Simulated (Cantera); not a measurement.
Input: 1 mol TiO2, a varied amount of Cl2, 0.15 mol H2, held at 927 °C and 6.60 bar.

Cantera equilibrium calculation (NASA polynomials, part measured and part estimated; ideal gas, pure solids and liquids). Candidate condensed phases: H2O, Ti, TiCl2, TiCl3, TiCl4, TiO, TiO2, Ti2O3, Ti3O5, Ti4O7; 23 gas species. Gases not in the tables: TiO(OH)2. The numbers say what is thermodynamically allowed, not how fast it happens.

### Question
At 0.47 mol Cl2, list the 6 most abundant gas species with their mole fractions, and the condensed phases.

### Answer
Cl2 0.513, HCl 0.476, H2O 0.00436, TiCl4 0.00358, O2 0.00139, Cl 0.00132. Condensed: TiO2(rutile).
